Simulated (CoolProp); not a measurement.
Water along the isotherm 548.7 K: Z from the reference equation and from simpler models built on Tc = 647.1 K, pc = 22.06 MPa, ω = 0.344; each cubic takes its own stable root.

The numbers come from the reference Helmholtz-energy equation of state, Wagner 2002 in CoolProp.

| p (MPa) | phase | reference |
|---|---|---|
| 0.316 | gas | 0.9909 |
| 0.649 | gas | 0.9811 |
| 1.33 | gas | 0.9602 |
| 2.74 | gas | 0.9127 |
| 5.62 | gas | 0.7893 |
| 11.5 | liquid | 0.05926 |
| 23.7 | liquid | 0.1196 |
| 48.7 | liquid | 0.2377 |
| 100 | liquid | 0.4645 |

Problem. How far does each simpler model (van der Waals, Redlich-Kwong) lie from the reference over these 9 states: mean and median of the absolute difference, and the worst?

Solution. 
- van der Waals: mean 47.6 %, median 10.7 %, worst +113.8 % at 548.7 K and 11.5 MPa
- Redlich-Kwong: mean 22.5 %, median 6.7 %, worst +52.6 % at 548.7 K and 11.5 MPa
